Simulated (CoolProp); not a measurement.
R404A along the isobar 19.1 MPa: density (kg/m³) from the reference equation and from simpler models built on Tc = 345.3 K, pc = 3.735 MPa, ω = 0.293; each cubic takes its own stable root.

Computed with CoolProp (reference Helmholtz-energy equation of state, Lemmon 2003). It is a pseudo-pure fit of the blend.

```
T (K)          phase  reference
-----  -------------  ---------
291.3         liquid       1182
317.4         liquid       1107
343.5         liquid       1027
369.6  supercritical      941.2
395.7  supercritical      851.4
421.7  supercritical      761.5
447.8  supercritical      676.8
473.9  supercritical      602.5
500    supercritical      540.3
```

### Question
How far does each simpler model (van der Waals, Redlich-Kwong, Soave-Redlich-Kwong, Peng-Robinson) lie from the reference over these 9 states: mean and median of the absolute difference, and the worst?

### Answer
- van der Waals: mean 21.9 %, median 24.1 %, worst -35.5 % at 291.3 K and 19.1 MPa
- Redlich-Kwong: mean 7.7 %, median 9.0 %, worst -12.7 % at 291.3 K and 19.1 MPa
- Soave-Redlich-Kwong: mean 11.9 %, median 11.9 %, worst -12.9 % at 421.7 K and 19.1 MPa
- Peng-Robinson: mean 3.4 %, median 4.3 %, worst -5.6 % at 447.8 K and 19.1 MPa
